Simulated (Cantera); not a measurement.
Charge: 1 mol CuO, 2200 mol H2, 0.78 mol N2, at 77.0 Pa.

Method: chemical equilibrium by Gibbs-energy minimisation in Cantera with the NASA 1993 tables (ideal gas, pure condensed phases). Candidate condensed phases: Cu, CuO, Cu(OH)2, Cu2O, H2O; 27 gas species. Kinetics and transport are ignored.

Question: At 1025 °C, list the 5 most abundant gas species with their mole fractions, and the condensed phases.

Answer: H2 0.999, H2O 0.000454, N2 0.000354, Cu 0.000195, H 3.86e-5. Condensed: Cu(s).
